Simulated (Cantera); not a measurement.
**Nitride etching: TiN + Cl2 + H2**

Feed: 1 mol TiN, a varied amount of Cl2, 0.7 mol H2, equilibrated at 2048 K and 0.0550 bar.

Equilibrium computed with Cantera from the NASA thermochemical tables; the gas is ideal and each condensed phase is pure. Candidate condensed phases: NH4Cl, Ti, TiCl2, TiCl3, TiCl4, TiN; 17 gas species. The tables' values for TiCl2 are old estimates; treat these amounts as uncertain. The numbers say what is thermodynamically allowed, not how fast it happens.

From 4.8 mol Cl2 to 50 mol Cl2 nothing is condensed. The main Ti-bearing gas is TiCl4 throughout.

| n(Cl2) (mol) | x Cl | x HCl | x TiCl4 | x N2 | x Cl2 | x TiCl3 |
|---|---|---|---|---|---|---|
| 4.8 | 0.570 | 0.196 | 0.113 | 0.0701 | 0.0230 | 0.0274 |
| 6.8 | 0.699 | 0.129 | 0.0766 | 0.0459 | 0.0345 | 0.0152 |
| 9.4 | 0.774 | 0.0887 | 0.0537 | 0.0317 | 0.0423 | 0.00961 |
| 13 | 0.824 | 0.0620 | 0.0379 | 0.0222 | 0.0479 | 0.00637 |
| 18 | 0.857 | 0.0438 | 0.0269 | 0.0156 | 0.0519 | 0.00434 |
| 26 | 0.883 | 0.0298 | 0.0184 | 0.0106 | 0.0551 | 0.00288 |
| 36 | 0.899 | 0.0213 | 0.0132 | 0.00759 | 0.0570 | 0.00202 |
| 50 | 0.910 | 0.0152 | 0.00941 | 0.00542 | 0.0585 | 0.00143 |
x: gas mole fraction; nothing condenses.
